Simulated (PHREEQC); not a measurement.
0.062 g of hydrous ferric oxide (600 m²/g; 0.2 weak and 0.005 strong sites per Fe, Dzombak-Morel constants, diffuse double layer) in 1 kg of water with 0.05 mol/kgw of an inert sodium salt, at 25 °C; the pH is set by adding NaOH or the inert anion's acid. O2 is buffered at 0.21 atm. No CO2 enters from the air. Nothing may precipitate in this run.

Equilibrium calculation in PHREEQC: ion-association model, wateq4f.dat.

Task: Predict surface charge σ (C/m²), surface potential ψ (mV) at pH = 4, 4.5, 6, 9.

Result: 
| pH | surface charge σ (C/m²) | surface potential ψ (mV) |
|---|---|---|
| 4 | 0.294 | 160 |
| 4.5 | 0.238 | 149 |
| 6 | 0.089 | 99 |
| 9 | -0.026 | -45 |
